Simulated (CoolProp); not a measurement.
Values from CoolProp's reference Helmholtz-energy equation of state, Zhou 2012.

Q: For m-xylene, give the phase and the speed of sound (m/s), expansivity (1/kK), viscosity (µPa s), conductivity (mW/(m K)) at 346.85 °C and 52 bar.

A: 
- 346.85 °C and 52 bar: supercritical; speed of sound 232, expansivity 7.11, viscosity 53.3, conductivity 75.3

Viscosity comes from a separate model (Cao 2016). Thermal conductivity comes from a separate model (Mylona 2014).
